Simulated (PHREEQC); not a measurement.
# Copper plating or etch bath: an equilibrium model

Solution (25 °C): 1.2 mmol/kgw CuSO4, 0.59 mmol/kgw H2SO4 and 0.18 mmol/kgw H3BO3. Closed to the air; pH follows from the charge balance.

Computed with PHREEQC (ion-association model, phreeqc.dat).

Each row changes one thing in this solution. Precipitation was switched off in this run.

```
case                                      pH  ionic strength (mol/kgw)  SO4-2 (mol/kgw)  HSO4- (mol/kgw)  H2BO3- (mol/kgw)
--------------------------------------  ----  ------------------------  ---------------  ---------------  ----------------
as made                                 3.00                   0.00566          0.00151         0.000115          1.13e-10
0.00014 mol/kgw NaHCO3 added            3.06                   0.00568          0.00152         0.000102          1.29e-10
H3BO3 from 0.00018 to 0.000162 mol/kgw  3.00                   0.00566          0.00151         0.000115          1.02e-10
CuSO4 left out                          2.96                   0.00167         0.000540          4.97e-5          1.00e-10
H2SO4 from 0.00059 to 5.9e-05 mol/kgw   3.99                   0.00441          0.00111          8.96e-6           1.09e-9
CuSO4 from 0.0012 to 0.00012 mol/kgw    2.97                   0.00210         0.000643          5.76e-5          1.02e-10
diluted 10-fold with water              3.95                  0.000640         0.000174          1.76e-6          9.43e-11
H3BO3 from 0.00018 to 3.6e-05 mol/kgw   3.00                   0.00566          0.00151         0.000115          2.27e-11
```
